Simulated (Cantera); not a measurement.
An isothermal, constant-pressure homogeneous reactor starts with H2 : O2 : N2 = 0.8 : 3.8 : 11 (molar parts), at 800 K and 82.5 Torr.

Cantera simulation using the H2/O2 subset of GRI-Mech 3.0, which has no nitrogen chemistry; the numbers are that mechanism's predictions, not measurements. Radical loss at walls, strong at low pressure, is not modelled. Below about 950 K walls govern HO2 and H2O2 in real vessels. The temperature is held fixed by assumption; the heat of reaction is taken as removed at once.

x: mole fraction; the columns are a selection and need not sum to one.

| t (s) | x H2 | x O2 | x HO2 | x O | x H |
|---|---|---|---|---|---|
| 1.00e-5 | 0.0513 | 0.244 | <1e-12 | <1e-12 | <1e-12 |
| 4.90e-5 | 0.0513 | 0.244 | <1e-12 | <1e-12 | <1e-12 |
| 0.000240 | 0.0513 | 0.244 | <1e-12 | <1e-12 | <1e-12 |
| 0.00118 | 0.0513 | 0.244 | 3.33e-12 | <1e-12 | <1e-12 |
| 0.00577 | 0.0513 | 0.244 | 1.32e-10 | 9.71e-12 | 1.80e-11 |
| 0.0283 | 0.0512 | 0.244 | 1.42e-5 | 1.60e-6 | (withheld) |
| 0.139 | 0.0173 | 0.230 | 1.19e-5 | 3.77e-8 | (withheld) |
| 0.679 | 0.0173 | 0.230 | 5.49e-6 | 2.00e-8 | (withheld) |
| 3.33 | 0.0169 | 0.230 | 6.96e-6 | 3.09e-8 | (withheld) |
| 16.3 | 0.0139 | 0.229 | 7.84e-6 | 3.60e-8 | (withheld) |
| 80.0 | 0.00502 | 0.226 | 5.04e-6 | 2.77e-8 | (withheld) |

Fill in the missing entries.


- 0.0283, x H: 3.31e-6
- 0.139, x H: 2.75e-8
- 0.679, x H: 1.35e-8
- 3.33, x H: 2.18e-8
- 16.3, x H: 2.46e-8
- 80.0, x H: 8.70e-9
